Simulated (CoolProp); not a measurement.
Vapour-liquid equilibrium of isobutane (1) + isobutene (2) at 0.474 MPa; x and y are mole fractions of (1).

Computed with CoolProp (multi-fluid Helmholtz-energy mixture model, Bücker 2006 and Lemmon 2005; pair parameters Bell 2016).

| x | bubble temperature, mixture model (K) | bubble temperature, Raoult's law (K) | y, mixture model | y, Raoult's law |
|---|---|---|---|---|
| 0.05 | 313.2 | 313.3 | 0.058 | 0.056 |
| 0.2 | 312.2 | 312.6 | 0.223 | 0.221 |
| 0.35 | 311.4 | 311.9 | 0.378 | 0.379 |
| 0.5 | 310.7 | 311.2 | 0.527 | 0.531 |
| 0.65 | 310.0 | 310.5 | 0.671 | 0.678 |
| 0.8 | 309.5 | 309.8 | 0.813 | 0.820 |
| 0.95 | 309.0 | 309.1 | 0.953 | 0.956 |

The largest gap from Raoult's law is -0.5 K in bubble temperature, at x = 0.5. No azeotrope shows between x = 0.05 and 0.95.

Pair parameters are fitted to limited data, so mixtures are less certain than the pure fluids.
